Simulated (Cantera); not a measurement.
Cantera run, input and output.

```python
import numpy as np
import cantera as ct

gas = ct.Solution("gri30.yaml")
gas.TPX = 1625, 300000, {'CH4': 1, 'C2H6': 0.04, 'O2': 1.07, 'N2': 4.02}
reactor = ct.IdealGasReactor(gas, energy="on", clone=False)
net = ct.ReactorNet([reactor])
net.rtol, net.atol = 1e-08, 1e-16
show = ['CH4', 'C2H6', 'O2', 'CH2CO', 'C2H']
times = np.geomspace(4e-06, 0.7, 13)

steps = ct.SolutionArray(gas, extra=["t"])
rows = []
print(f"{'t/s':>10s}{'T/K':>9s}{'P/Pa':>11s}" + "".join(f"{s:>11s}" for s in show))
for t in times:
    while net.time < t:
        t_next = net.step()
        steps.append(gas.state, t=t_next)
    rows.append([np.interp(t, steps.t, y) for y in (steps.T, steps.P, *steps(*show).X.T)])
    print(f"{t:10.3e}{rows[-1][0]:9.1f}{rows[-1][1]:11.4g}" + "".join(f"{x:11.3e}" for x in rows[-1][2:]))
rate = np.gradient(steps.T, steps.t)
print("integrator steps:", len(steps.t))
if steps.T.max() > steps.T[0] + 200:
    print(f"time of steepest temperature rise: {steps.t[rate.argmax()]:.4e} s")
gas.TPX = 1625, 300000, {'CH4': 1, 'C2H6': 0.04, 'O2': 1.07, 'N2': 4.02}
gas.equilibrate("UV")
print(f"equilibrium (UV): T = {gas.T:.1f} K  " + "  ".join(f"{s} {gas[s].X[0]:.3e}" for s in show))
```

It prints:

```
       t/s      T/K       P/Pa        CH4       C2H6         O2      CH2CO        C2H
 4.000e-06   1623.3  2.997e+05  1.630e-01  6.330e-03  1.745e-01  5.107e-09  2.636e-15
 1.094e-05   1622.4  2.997e+05  1.625e-01  6.064e-03  1.741e-01  3.543e-07  3.150e-13
 2.992e-05   1631.3  3.017e+05  1.593e-01  5.731e-03  1.721e-01  1.325e-05  2.190e-11
 8.181e-05   1860.5  3.534e+05  1.117e-01  3.044e-03  1.338e-01  1.185e-03  1.091e-07
 2.237e-04   2883.5  6.342e+05  1.329e-10  5.801e-21  9.215e-05  6.768e-13  1.226e-14
 6.119e-04   2883.3  6.342e+05  1.332e-10  5.823e-21  9.200e-05  6.780e-13  1.227e-14
 1.673e-03   2883.3  6.342e+05  1.332e-10  5.825e-21  9.198e-05  6.781e-13  1.227e-14
 4.576e-03   2883.3  6.342e+05  1.332e-10  5.825e-21  9.198e-05  6.781e-13  1.227e-14
 1.251e-02   2883.3  6.342e+05  1.332e-10  5.825e-21  9.198e-05  6.781e-13  1.227e-14
 3.422e-02   2883.3  6.342e+05  1.332e-10  5.825e-21  9.198e-05  6.781e-13  1.227e-14
 9.360e-02   2883.3  6.342e+05  1.332e-10  5.825e-21  9.198e-05  6.781e-13  1.227e-14
 2.560e-01   2883.3  6.342e+05  1.332e-10  5.825e-21  9.198e-05  6.781e-13  1.227e-14
 7.000e-01   2883.3  6.342e+05  1.332e-10  5.825e-21  9.198e-05  6.781e-13  1.227e-14
integrator steps: 1720
time of steepest temperature rise: 8.9325e-05 s
equilibrium (UV): T = 2883.3 K  CH4 1.496e-10  C2H6 7.184e-21  O2 9.198e-05  CH2CO 7.383e-13  C2H 1.336e-14
```

Model: GRI-Mech 3.0 (53 species, 325 reactions), integrated in Cantera.
